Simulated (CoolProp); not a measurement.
The fluid at 370.73 K and 0.201 MPa flows at 0.62 m/s in a round tube of 2 mm bore and 1.5 µm roughness, fully developed (64/Re and Nu = 3.66 if laminar; Colebrook and Gnielinski if turbulent). The same conditions are run with several fluids, on thermodynamics alone (safety and materials aside).

Values from CoolProp's reference Helmholtz-energy equation of state of each fluid (sulfur hexafluoride: Guder 2009; R125: Lemmon 2005; R11: Jacobsen 1992; nitrogen: Span 2000; R236EA: Rui 2013).

Q: Rank sulfur hexafluoride, R125, R11, nitrogen, R236EA by Reynolds number, highest first.

A: R236EA (929), R11 (905), sulfur hexafluoride (646), R125 (617), nitrogen (108)

```
fluid                Darcy friction factor  pressure drop (Pa/m)  heat-transfer coefficient (W/(m² K))  mass flow (kg/h)
-------------------  ---------------------  --------------------  ------------------------------------  ----------------
sulfur hexafluoride                 0.0991                  91.7                                  33.9            0.0675
R125                                 0.104                  79.2                                  36.1            0.0557
R11                                 0.0708                  63.0                                  21.0            0.0650
nitrogen                             0.594                   104                                  56.6            0.0128
R236EA                              0.0689                  67.7                                  36.4            0.0717
```

Transport values come from each fluid's own correlations; those of R11, R236EA are estimates that may be off by 10 % or more.
